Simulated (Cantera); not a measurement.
## Titanium nitride, carbide and oxide coatings: Ti(OiPr)₄ + H₂

Feed: 1 mol Ti(OiPr)₄, 170 mol H₂, at 1.00 bar.

Cantera equilibrium calculation (NASA polynomials, part measured and part estimated; ideal gas, pure solids and liquids). Candidate condensed phases: C, C₆H₆, C₇H₈, C₈H₁₈, H₂O, Ti, TiC, TiO, TiO₂, Ti₂O₃, Ti₃O₅, Ti₄O₇; 113 gas species. The feed counts by its element totals alone. TiC: taken at fixed stoichiometry. Condensed phases not in the tables: Magnéli phases beyond Ti₄O₇. Equilibrium is a limit: real reactors are often held back by kinetics, nucleation or transport.

At 1150 K the condensed part is C(graphite) + Ti₄O₇(s). At 1250 K the condensed part is C(graphite) + Ti₃O₅(s). From 1350 K to 2150 K the condensed part is C(graphite) + TiC(s).

```tsv
T (K)	x H₂	x CH₄	x CO	x H	x C₂H₂ (acetylene)	n C(graphite)	n Ti₄O₇(s)	n Ti₃O₅(s)	n TiC(s)
1150	0.966	0.0218	0.0118	7.33e-8	3.74e-8	5.87	0.250	0	0
1250	0.977	0.0105	0.0125	4.78e-7	2.46e-7	7.77	0	0.333	0
1350	0.973	0.00546	0.0213	2.35e-6	1.21e-6	6.00	0	0	1.00
1450	0.975	0.00314	0.0213	9.34e-6	4.76e-6	6.42	0	0	1.00
1550	0.977	0.00194	0.0213	3.11e-5	1.57e-5	6.63	0	0	1.00
1650	0.977	0.00127	0.0213	8.98e-5	4.46e-5	6.75	0	0	1.00
1750	0.977	0.000873	0.0213	0.000230	0.000112	6.79	0	0	1.00
1850	0.977	0.000625	0.0213	0.000533	0.000256	6.78	0	0	1.00
1950	0.977	0.000464	0.0213	0.00113	0.000534	6.71	0	0	1.00
2050	0.975	0.000355	0.0213	0.00224	0.00104	6.54	0	0	1.00
2150	0.972	0.000278	0.0212	0.00416	0.00188	6.23	0	0	1.000
```
x: gas mole fraction; n: condensed amount in mol.
